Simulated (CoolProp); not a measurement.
A single-stage vapour-compression cycle with cis-2-butene: evaporating at 280.15 K (dew point), condensing at 311.15 K (bubble point), superheat 10 K, subcooling 5 K, compressor efficiency 0.9, no pressure losses. Each further row changes one setting.

Model: reference Helmholtz-energy equation of state, Lemmon 2005, in CoolProp. It is a short technical equation, of lower accuracy than the large ones.

| case | cooling COP | pressure ratio | discharge temperature (K) | refrigerating effect (kJ/kg) | volumetric capacity (kJ/m³) |
|---|---|---|---|---|---|
| as stated | 7.53 | 2.78 | 327.3 | 368 | 1020 |
| evaporating temperature 285.15 K | [?] | [?] | 325.9 | 374 | 1230 |
| condensing temperature 306.15 K | 9.14 | 2.39 | [?] | 379 | 1050 |
| subcooling 10 K | 7.76 | 2.78 | 327.3 | 379 | 1050 |
| superheat 20 K | 7.54 | 2.78 | 337.3 | 383 | 1020 |
| compressor efficiency 0.8 | 6.69 | 2.78 | 330.9 | 368 | 1020 |

### Question
Some entries are withheld; supply them.

### Answer

- evaporating temperature 285.15 K, cooling COP: 9.29
- evaporating temperature 285.15 K, pressure ratio: 2.32
- condensing temperature 306.15 K, discharge temperature (K): 321.7
